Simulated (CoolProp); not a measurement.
R141b at several states: fugacity coefficient from the reference equation and from simpler models built on Tc = 477.5 K, pc = 4.212 MPa, ω = 0.220; each cubic takes its own stable root.

Values from CoolProp's reference Helmholtz-energy equation of state, Lemmon 2006. It is a short technical equation, of lower accuracy than the large ones.

```csv
T (K),p (MPa),phase,reference,van der Waals,Redlich-Kwong
457.6,3.64,liquid,0.6295,0.7026,0.6492
389.7,0.344,gas,0.9478,0.9608,0.9509
176.9,0.0194,liquid,0.0008838,0.5730,0.002446
348.3,21.5,liquid,0.03307,0.1238,0.04848
480.4,1.35,gas,0.8986,0.9068,0.8947
462.2,24.2,liquid,0.1969,0.2902,0.2189
```
